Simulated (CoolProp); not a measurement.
Carbon monoxide at several states: fugacity coefficient from the reference equation and from simpler models built on Tc = -140.3 °C, pc = 3.498 MPa, ω = 0.050; each cubic takes its own stable root.

Values from CoolProp's reference Helmholtz-energy equation of state, Lemmon 2006. It is a short technical equation, of lower accuracy than the large ones.

```json
[
 {"T (°C)": "-142.35", "p (MPa)": "0.143", "phase": "gas", "reference": "0.9858"},
 {"T (°C)": "-126.95", "p (MPa)": "1.82", "phase": "gas", "reference": "0.8729"},
 {"T (°C)": "45.15", "p (MPa)": "0.89", "phase": "gas", "reference": "0.9985"},
 {"T (°C)": "-100.15", "p (MPa)": "5.6", "phase": "supercritical", "reference": "0.7849"}
]
```

How far does each simpler model (Soave-Redlich-Kwong, Peng-Robinson) lie from the reference over these 4 states: mean and median of the absolute difference, and the worst?


- Soave-Redlich-Kwong: mean 0.2 %, median 0.2 %, worst +0.6 % at -100.15 °C and 5.6 MPa
- Peng-Robinson: mean 1.4 %, median 1.1 %, worst -3.5 % at -100.15 °C and 5.6 MPa
